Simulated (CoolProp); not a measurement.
A single-stage vapour-compression cycle with vinyl chloride: evaporating at 280.15 K (dew point), condensing at 337.15 K (bubble point), superheat 10 K, subcooling 5 K, compressor efficiency 0.7, no pressure losses. Each further row changes one setting.

The numbers come from the reference Helmholtz-energy equation of state, Thol 2022 in CoolProp.

```json
[
 {"case": "as stated", "cooling COP": "[?]", "pressure ratio": "4.93", "discharge temperature (K)": "398.0", "refrigerating effect (kJ/kg)": "266", "volumetric capacity (kJ/m³)": "1600"},
 {"case": "evaporating temperature 285.15 K", "cooling COP": "3.25", "pressure ratio": "4.17", "discharge temperature (K)": "392.1", "refrigerating effect (kJ/kg)": "[?]", "volumetric capacity (kJ/m³)": "1900"},
 {"case": "condensing temperature 332.15 K", "cooling COP": "3.20", "pressure ratio": "[?]", "discharge temperature (K)": "389.8", "refrigerating effect (kJ/kg)": "274", "volumetric capacity (kJ/m³)": "1650"},
 {"case": "subcooling 10 K", "cooling COP": "2.95", "pressure ratio": "4.93", "discharge temperature (K)": "398.0", "refrigerating effect (kJ/kg)": "274", "volumetric capacity (kJ/m³)": "1650"},
 {"case": "superheat 20 K", "cooling COP": "[?]", "pressure ratio": "4.93", "discharge temperature (K)": "409.2", "refrigerating effect (kJ/kg)": "275", "volumetric capacity (kJ/m³)": "1590"},
 {"case": "compressor efficiency 0.6", "cooling COP": "2.45", "pressure ratio": "4.93", "discharge temperature (K)": "411.7", "refrigerating effect (kJ/kg)": "266", "volumetric capacity (kJ/m³)": "1600"}
]
```

Q: What belongs in the gaps?

A: 
- as stated, cooling COP: 2.86
- evaporating temperature 285.15 K, refrigerating effect (kJ/kg): 269
- condensing temperature 332.15 K, pressure ratio: 4.39
- superheat 20 K, cooling COP: 2.85
